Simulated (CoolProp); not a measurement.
Vapour-liquid equilibrium of propane (1) + isohexane (2) at 11.45 °C; x and y are mole fractions of (1).

Values from CoolProp's multi-fluid Helmholtz-energy mixture model, Lemmon 2009 and Lemmon 2006; pair parameters Bell 2016.

| x | bubble pressure (bar) | y at the bubble point | dew pressure at overall composition x (bar) | liquid density (mol/L) |
|---|---|---|---|---|
| 0.05 | 0.4726 | 0.680 | 0.1642 | (withheld) |
| 0.2 | (withheld) | 0.905 | (withheld) | 8.304 |
| 0.35 | 2.359 | 0.951 | 0.2385 | 8.833 |
| 0.5 | 3.298 | 0.971 | 0.3079 | 9.409 |
| 0.65 | 4.246 | 0.983 | 0.4340 | 10.03 |
| 0.8 | 5.222 | 0.991 | 0.7344 | 10.70 |
| 0.95 | 6.260 | 0.998 | 2.341 | (withheld) |

Problem. Complete the blanks.

Solution. 
- 0.05, liquid density (mol/L): 7.820
- 0.2, bubble pressure (bar): 1.418
- 0.2, dew pressure at overall composition x (bar): 0.1946
- 0.95, liquid density (mol/L): 11.40

No azeotrope shows between x = 0.05 and 0.95.

Pair parameters are fitted to limited data, so mixtures are less certain than the pure fluids.
